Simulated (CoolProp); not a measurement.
Properties of dimethyl ether along the isotherm 432.6 K.

Computed with CoolProp (reference Helmholtz-energy equation of state, Wu 2011).

```tsv
p (MPa)	phase	density (kg/m³)	cv (kJ/(kg K))	speed of sound (m/s)
0.0422	gas	0.5417	1.651	293.8
0.08	gas	1.029	1.651	293.3
0.152	gas	1.963	1.653	292.4
0.287	gas	3.733	1.656	290.7
0.545	gas	7.189	1.663	287.5
1.03	gas	13.96	1.675	281.3
1.96	gas	28.14	1.702	269.2
3.71	gas	60.65	1.767	244.4
7.04	supercritical	177.2	1.953	195.5
13.3	supercritical	427.2	1.889	362.3
```
